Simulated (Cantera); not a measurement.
## Thermodynamics of fluorocarbon and chlorocarbon gases, feed c-C₄F₈ + CH₄ + H₂

A closed system holds: 1 mol c-C₄F₈, 1.2 mol CH₄, 0.086 mol H₂, equilibrated at 410 Pa.

Equilibrium computed with Cantera from the NASA thermochemical tables; the gas is ideal and each condensed phase is pure. Candidate condensed phases: C, C₆H₆, C₇H₈, C₈H₁₈; 95 gas species. The feed counts by its element totals alone. Gases not in the tables: C₂F₆ and larger saturated fluorocarbons. Equilibrium is a limit: real reactors are often held back by kinetics, nucleation or transport.

From 2348 K to 3023 K the condensed part is C(graphite). The main C-bearing gas is CF₂ at 2348 K and C₃ at 3023 K. The share of C in condensed phases is highest at 2648 K (94.0 %) and lowest at 3023 K (28.1 %).

```csv
T (K),x HF,x F,x C₃,x CF₂,x H,x CF,x C,n C(graphite)
2348,0.675,0.237,9.72e-6,0.0808,0.000146,0.00469,4.38e-6,4.55
2423,0.659,0.272,3.52e-5,0.0602,0.000316,0.00696,1.36e-5,4.69
2498,0.647,0.300,0.000118,0.0425,0.000680,0.00973,3.95e-5,4.79
2573,0.637,0.319,0.000365,0.0289,0.00144,0.0130,0.000108,4.86
2648,0.628,0.332,0.00106,0.0193,0.00300,0.0166,0.000277,4.89
2723,0.617,0.339,0.00290,0.0128,0.00606,0.0207,0.000676,4.85
2798,0.601,0.343,0.00751,0.00846,0.0118,0.0253,0.00157,4.71
2873,0.574,0.344,0.0185,0.00563,0.0219,0.0302,0.00350,4.37
2948,0.526,0.340,0.0433,0.00373,0.0382,0.0353,0.00747,3.53
3023,0.444,0.327,0.0970,0.00237,0.0612,0.0397,0.0154,1.46
```
x: gas mole fraction; n: condensed amount in mol.
